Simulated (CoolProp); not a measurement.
A Linde-Hampson liquefier for normal hydrogen: isothermal reversible compression at 250 K from 1 atm to 10 MPa, throttling to 1 atm, return gas leaving the recuperator 10 K below the feed. Each further row changes one setting.

Model: reference Helmholtz-energy equation of state, Leachman 2009, in CoolProp.

```json
[
 {"case": "as stated", "compression work (kJ/kg of gas)": "4800"},
 {"case": "high pressure 20 MPa", "compression work (kJ/kg of gas)": "5590"},
 {"case": "warm-end temperature 280 K", "compression work (kJ/kg of gas)": "5370"},
 {"case": "warm-end gap 15 K", "compression work (kJ/kg of gas)": "4800"}
]
```
